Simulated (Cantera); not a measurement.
Feed: 1 mol Si₂Cl₆, 32 mol N₂, 1.3 mol H₂, equilibrated at 0.133 bar.

Method: chemical equilibrium by Gibbs-energy minimisation in Cantera with the NASA 1993 tables (ideal gas, pure condensed phases). Candidate condensed phases: NH₄Cl, Si, Si₃N₄; 28 gas species. The feed counts by its element totals alone. N₂ is the only nitrogen source here; it is nearly inert below about 1500 K, so the nitride shown seldom forms there in practice. Kinetics and transport are ignored.

Problem. Which condensed phases are stable at each of these points (T (°C)): 1175, 1275, 1375, 1475, 1575, 1675, 1775?

Solution. 
```
T (°C)  condensed phases  Si condensed (%)
------  ----------------  ----------------
1175            Si₃N₄(s)              45.1
1275            Si₃N₄(s)              32.0
1375            Si₃N₄(s)              12.9
1475            gas only               0.0
1575            gas only               0.0
1675            gas only               0.0
1775            gas only               0.0
```

From 1175 °C to 1375 °C the condensed part is Si₃N₄(s). From 1475 °C to 1775 °C nothing is condensed.
